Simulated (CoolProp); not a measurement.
Nitrous oxide along the isobar 2.98 MPa: density (kg/m³) from the reference equation and from simpler models built on Tc = 309.5 K, pc = 7.245 MPa, ω = 0.161; each cubic takes its own stable root.

Computed with CoolProp (reference Helmholtz-energy equation of state, Lemmon 2006). It is a short technical equation, of lower accuracy than the large ones.

| T (K) | phase | reference |
|---|---|---|
| 292.2 | gas | 67.45 |
| 313 | gas | 59.43 |
| 333.8 | gas | 53.67 |
| 354.5 | gas | 49.21 |
| 375.3 | gas | 45.58 |
| 396.1 | gas | 42.53 |
| 416.9 | gas | 39.93 |
| 437.7 | gas | 37.68 |
| 458.4 | gas | 35.70 |
| 479.2 | gas | 33.93 |
| 500 | gas | 32.35 |

### Question
How far does each simpler model (van der Waals, Redlich-Kwong, Peng-Robinson) lie from the reference over these 11 states: mean and median of the absolute difference, and the worst?

### Answer
- van der Waals: mean 1.2 %, median 0.9 %, worst -4.4 % at 292.2 K and 2.98 MPa
- Redlich-Kwong: mean 0.5 %, median 0.5 %, worst -1.1 % at 292.2 K and 2.98 MPa
- Peng-Robinson: mean 0.9 %, median 0.8 %, worst +1.4 % at 313 K and 2.98 MPa
